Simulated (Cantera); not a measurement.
Input: 1 mol B, 0.054 mol O₂, 0.12 mol H₂, equilibrated at 66.0 Torr.

These are equilibrium values from Cantera (NASA tables, ideal gas, pure condensed phases), not measurements of a reactor. Candidate condensed phases: B, B₂O₃, B₃O₃H₃, H₂O; 23 gas species. Mutual solubility and eutectic melting of coexisting phases are not modelled. Equilibrium is a limit: real reactors are often held back by kinetics, nucleation or transport.

Question: What share of the B ends up in condensed phases as a function of T (K), at 1425, 1475, 1525, 1575, 1625, 1675, 1725, 1775, 1825, 1875?

Answer: 
```tsv
T (K)	B condensed (%)	as
1425	99.9	B(s) + B₂O₃(l)
1475	99.8	B(s) + B₂O₃(l)
1525	99.7	B(s) + B₂O₃(l)
1575	99.5	B(s) + B₂O₃(l)
1625	99.1	B(s) + B₂O₃(l)
1675	98.4	B(s) + B₂O₃(l)
1725	97.2	B(s) + B₂O₃(l)
1775	94.7	B(s) + B₂O₃(l)
1825	90.2	B(s)
1875	90.0	B(s)
```
